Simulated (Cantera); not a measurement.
Feed: 1 mol SiO₂, 14 mol HCl, at 1698.15 K and 0.120 bar.

These are equilibrium values from Cantera (NASA tables, ideal gas, pure condensed phases), not measurements of a reactor. Candidate condensed phases: H₂O, Si, SiO₂; 30 gas species. The tables' values for SiCl₃ are old estimates; treat these amounts as uncertain. The tables hold silica as quartz up to 1696 K and as liquid above; real silica turns to tridymite and cristobalite and melts near 1996 K. The numbers say what is thermodynamically allowed, not how fast it happens.

Base state: HCl 0.990, Cl 0.00587, H₂ 0.00300, H₂O 0.000829, SiCl₄ 0.000367, Cl₂ 0.000114, SiCl₃ 3.65e-5, H 2.29e-5 (mole fractions); condensed: SiO₂(condensed).

What changes in the equilibrium state with this change: temperature from 1698.15 K to 1550 K?


```csv
species,before,after
HCl,0.990,0.996
Cl,0.00587,0.00213
H₂,0.00300,0.00115
SiCl₄,0.000367,0.000300
H,2.29e-5,3.08e-6
SiCl₃,3.65e-5,5.79e-6
"SiO₂(condensed), mol",0.994,0
"SiO₂(β-quartz), mol",0,0.996
```

What changes in the equilibrium state with this change: pressure from 0.120 bar to 0.800 bar?


| species | before | after |
|---|---|---|
| HCl | 0.990 | 0.993 |
| Cl | 0.00587 | 0.00303 |
| H₂ | 0.00300 | 0.00170 |
| SiCl₄ | 0.000367 | 0.000737 |
| H | 2.29e-5 | 6.68e-6 |
| H₂O | 0.000829 | 0.00152 |
| Cl₂ | 0.000114 | 0.000203 |
| SiO₂(condensed), mol | 0.994 | 0.989 |
